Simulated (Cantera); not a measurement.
A perfectly stirred reactor is fed with CH4 : C2H6 : C3H8 : O2 : N2 = 1 : 0.11 : 0.06 : 1.79 : 6.73 (molar parts), at 4.93 atm; it is adiabatic with a 598 K inlet, and is followed from long to short residence time, starting on the burning branch (τ in s: 0.13, 0.06, 0.028, 0.013, 0.0058, 0.0027, 0.0012, 0.00057, 0.00026, 0.00012, 5.6e-05, 2.6e-05, 1.2e-05).

Cantera simulation using GRI-Mech 3.0 (53 species, 325 reactions); the numbers are that mechanism's predictions, not measurements.

Question: What does this change do: 0.46 parts CO2 added?

Answer: 
```tsv
quantity	before	after
blow-out, bracketed by the residence times tried	burning at 0.120 ms, out at 56.0 µs	burning at 0.260 ms, out at 0.120 ms
x(CH4) at τ = 0.130 s	0.000163	0.000355
x(C2H6) at τ = 0.130 s	3.74e-8	9.48e-8
x(C3H8) at τ = 0.130 s	1.35e-8	2.29e-8
x(C2H) at τ = 0.130 s	5.93e-9	7.82e-9
x(NO) at τ = 0.130 s	6.66e-5	4.52e-5
x(CH4) at τ = 1.20 ms	0.00299	0.00403
x(C2H6) at τ = 1.20 ms	7.66e-6	1.92e-5
x(C3H8) at τ = 1.20 ms	1.25e-6	2.17e-6
x(C2H) at τ = 1.20 ms	7.68e-7	5.20e-7
x(NO) at τ = 1.20 ms	7.42e-5	2.56e-5
```

Question: What does this change do: C3H8 0.06 to 0.078 parts?

Answer: 
| quantity | before | after |
|---|---|---|
| blow-out, bracketed by the residence times tried | burning at 0.120 ms, out at 56.0 µs | burning at 0.260 ms, out at 0.120 ms |
| x(CH4) at τ = 0.130 s | 0.000163 | 0.000307 |
| x(C2H6) at τ = 0.130 s | 3.74e-8 | 5.75e-8 |
| x(C3H8) at τ = 0.130 s | 1.35e-8 | 2.09e-8 |
| x(C2H) at τ = 0.130 s | 5.93e-9 | 9.50e-9 |
| x(NO) at τ = 0.130 s | 6.66e-5 | 5.33e-5 |
| x(CH4) at τ = 1.20 ms | 0.00299 | 0.00416 |
| x(C2H6) at τ = 1.20 ms | 7.66e-6 | 1.19e-5 |
| x(C3H8) at τ = 1.20 ms | 1.25e-6 | 1.93e-6 |
| x(C2H) at τ = 1.20 ms | 7.68e-7 | 8.82e-7 |
| x(NO) at τ = 1.20 ms | 7.42e-5 | 4.38e-5 |
